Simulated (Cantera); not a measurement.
Ignition delay

Mixture: CO : H₂ : O₂ : N₂ = 1 : 0.053 : 0.405 : 1.52 (molar parts), at 27800 Torr, adiabatic and at constant pressure. Ignition delay is the time to a rise of 400 K.

Cantera simulation using GRI-Mech 3.0 (53 species, 325 reactions); the numbers are that mechanism's predictions, not measurements. The hydrogen kinetics of GRI-Mech 3.0 are dated; newer H2 mechanisms differ, most at raised pressure. The pressure lies above the range GRI-Mech 3.0 was tuned for (to about 10 atm).

```json
[
 {"T0 (K)": "973", "delay (ms)": "4.52"},
 {"T0 (K)": "1048", "delay (ms)": "0.860"},
 {"T0 (K)": "1123", "delay (ms)": "0.209"},
 {"T0 (K)": "1198", "delay (ms)": "0.0615"},
 {"T0 (K)": "1273", "delay (ms)": "0.0213"},
 {"T0 (K)": "1348", "delay (ms)": "0.00865"},
 {"T0 (K)": "1423", "delay (ms)": "0.00420"},
 {"T0 (K)": "1498", "delay (ms)": "0.00245"}
]
```

```
Property                                                Result
--------------------------------------------------  ----------
apparent activation energy between 1348 and 1498 K  140 kJ/mol
```
